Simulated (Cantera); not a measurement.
A Cantera script and its output.

```python
import numpy as np
import cantera as ct

gas = ct.Solution("gri30.yaml", transport_model="multicomponent")
show = ['CH3', 'NO', 'C2H2']

rows = []
print(f"{'T/K':>7s}{'rho':>11s}{'cp':>10s}{'mu':>11s}{'lambda':>11s}{'Pr':>7s}" + "".join(f"{'D_' + s:>11s}" for s in show))
for T in [400, 650, 900, 1150, 1400, 1650]:
    gas.TPX = T, 100000, {'O2': 0.35}
    Pr = gas.cp_mass * gas.viscosity / gas.thermal_conductivity
    D = [gas.mix_diff_coeffs_mole[gas.species_index(s)] for s in show]
    rows.append([gas.density, gas.cp_mass, gas.viscosity, gas.thermal_conductivity, Pr, *D])
    print(f"{T:7g}{gas.density:11.4e}{gas.cp_mass:10.1f}{gas.viscosity:11.4e}"
          f"{gas.thermal_conductivity:11.4e}{Pr:7.3f}" + "".join(f"{d:11.4e}" for d in D))
print("SI units: kg/m3, J/kg/K, Pa s, W/m/K, m2/s")
```

It prints:

```
    T/K        rho        cp         mu     lambda     Pr      D_CH3       D_NO     D_C2H2
    400 9.6212e-01     941.4 2.5629e-05 3.3889e-02  0.712 3.8354e-05 3.4367e-05 2.8377e-05
    650 5.9207e-01    1017.4 3.5981e-05 5.1551e-02  0.710 8.8716e-05 7.8731e-05 6.6396e-05
    900 4.2761e-01    1073.7 4.4705e-05 6.7676e-02  0.709 1.5379e-04 1.3598e-04 1.1565e-04
   1150 3.3465e-01    1108.6 5.2496e-05 8.2135e-02  0.709 2.3187e-04 2.0465e-04 1.7476e-04
   1400 2.7489e-01    1134.2 5.9661e-05 9.5570e-02  0.708 3.2185e-04 2.8380e-04 2.4288e-04
   1650 2.3324e-01    1155.4 6.6364e-05 1.0835e-01  0.708 4.2294e-04 3.7274e-04 3.1940e-04
SI units: kg/m3, J/kg/K, Pa s, W/m/K, m2/s
```

Cantera simulation using GRI-Mech 3.0 (53 species, 325 reactions); the numbers are that mechanism's predictions, not measurements.
